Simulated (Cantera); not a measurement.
Premixed flame

A freely propagating, adiabatic, planar premixed flame of CH4 : C2H6 : C3H8 : O2 : N2 : CO2 = 1 : 1 : 0.049 : 5.22 : 19.6 : 0.23 (molar parts), unburnt at 625 K and 2.50 bar; mixture-averaged transport, grid criteria slope 0.08 and curve 0.16, no radiation.

Cantera simulation using GRI-Mech 3.0 (53 species, 325 reactions); the numbers are that mechanism's predictions, not measurements. Burning velocities carry a grid error of a few per cent, more on coarse grids.

```
z (mm)   T (K)  u (m/s)     x CH4    x C2H6    x C3H8    x HCN      x OH      x NO
-------  -----  -------  --------  --------  --------  -------  --------  --------
-0.420     625     1.17    0.0368    0.0369   0.00181    <1e-8     <1e-8     <1e-8
-0.280     628     1.18    0.0367    0.0368   0.00180    <1e-8     <1e-8     <1e-8
-0.210     637     1.20    0.0363    0.0366   0.00180  1.52e-8     <1e-8   3.36e-8
-0.140     695     1.32    0.0348    0.0355   0.00177  1.35e-7   8.36e-8   2.67e-7
-0.0700   1071     2.09    0.0266    0.0249   0.00145  1.51e-6   2.66e-5   3.64e-6
-0.0350   1487     2.96    0.0169   0.00985  0.000621  3.96e-6  0.000288   9.59e-6
0         1877     3.79   0.00527  0.000528   1.51e-5  8.12e-6   0.00232   1.99e-5
0.0350    2051     4.14  0.000528   1.64e-6     <1e-8  8.03e-6   0.00632   3.45e-5
0.0700    2106     4.23   2.65e-5     <1e-8     <1e-8  3.80e-6   0.00854   4.53e-5
0.140     2164     4.32   7.94e-8     <1e-8     <1e-8  5.91e-7   0.00915   5.57e-5
0.280     2233     4.44     <1e-8     <1e-8     <1e-8  2.56e-8   0.00852   6.74e-5
0.560     2305     4.56     <1e-8     <1e-8     <1e-8    <1e-8   0.00729   8.53e-5
1.12      2364     4.66     <1e-8     <1e-8     <1e-8    <1e-8   0.00584  0.000112
```
x: mole fraction of selected species; z is measured from the peak of heat release.

```
Property                    Result
------------------------  --------
laminar burning velocity  117 cm/s
thermal thickness         0.140 mm
peak x(HCN)                9.14e-6
peak x(OH)                 0.00917
grid points                    146
```
